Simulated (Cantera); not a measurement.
A closed system holds: 1 mol Cu, 12 mol CO, held at 13.3 mbar.

Method: chemical equilibrium by Gibbs-energy minimisation in Cantera with the NASA 1993 tables (ideal gas, pure condensed phases). Candidate condensed phases: C, Cu, CuO, Cu₂O; 15 gas species. Rates play no part.

x: gas mole fraction; n: condensed amount in mol.

```json
[
 {"T (K)": "950", "x CO": "0.979", "x Cu": "1.42e-10", "x CO₂": "0.0214", "x Cu₂": "<1e-12", "n C(graphite)": "0.251", "n Cu(s)": "1.00", "n Cu(l)": "0"},
 {"T (K)": "1050", "x CO": "0.997", "x Cu": "7.89e-9", "x CO₂": "0.00283", "x Cu₂": "<1e-12", "n C(graphite)": "0.0339", "n Cu(s)": "1.00", "n Cu(l)": "0"},
 {"T (K)": "1150", "x CO": "0.999", "x Cu": "2.17e-7", "x CO₂": "0.000525", "x Cu₂": "3.36e-12", "n C(graphite)": "0.00630", "n Cu(s)": "1.000", "n Cu(l)": "0"},
 {"T (K)": "1250", "x CO": "1.000", "x Cu": "3.48e-6", "x CO₂": "0.000128", "x Cu₂": "1.72e-10", "n C(graphite)": "0.00154", "n Cu(s)": "1.000", "n Cu(l)": "0"},
 {"T (K)": "1350", "x CO": "1.000", "x Cu": "[?]", "x CO₂": "[?]", "x Cu₂": "[?]", "n C(graphite)": "0", "n Cu(s)": "1.000", "n Cu(l)": "0"},
 {"T (K)": "1450", "x CO": "1.000", "x Cu": "0.000258", "x CO₂": "1.40e-5", "x Cu₂": "7.23e-8", "n C(graphite)": "0", "n Cu(s)": "0", "n Cu(l)": "0.997"},
 {"T (K)": "1550", "x CO": "0.999", "x Cu": "[?]", "x CO₂": "[?]", "x Cu₂": "[?]", "n C(graphite)": "0", "n Cu(s)": "0", "n Cu(l)": "0.983"},
 {"T (K)": "1650", "x CO": "0.994", "x Cu": "0.00609", "x CO₂": "2.64e-6", "x Cu₂": "5.72e-6", "n C(graphite)": "0", "n Cu(s)": "0", "n Cu(l)": "0.926"},
 {"T (K)": "1750", "x CO": "0.978", "x Cu": "0.0224", "x CO₂": "1.30e-6", "x Cu₂": "3.44e-5", "n C(graphite)": "0", "n Cu(s)": "0", "n Cu(l)": "0.724"},
 {"T (K)": "1850", "x CO": "0.929", "x Cu": "0.0712", "x CO₂": "6.41e-7", "x Cu₂": "0.000168", "n C(graphite)": "0", "n Cu(s)": "0", "n Cu(l)": "0.0751"},
 {"T (K)": "1950", "x CO": "0.923", "x Cu": "0.0767", "x CO₂": "3.71e-7", "x Cu₂": "0.000102", "n C(graphite)": "0", "n Cu(s)": "0", "n Cu(l)": "0"}
]
```

Some entries are withheld; supply them.


- 1350, x Cu: 3.67e-5
- 1350, x CO₂: 3.89e-5
- 1350, x Cu₂: 4.81e-9
- 1550, x Cu: 0.00139
- 1550, x CO₂: 5.76e-6
- 1550, x Cu₂: 7.45e-7
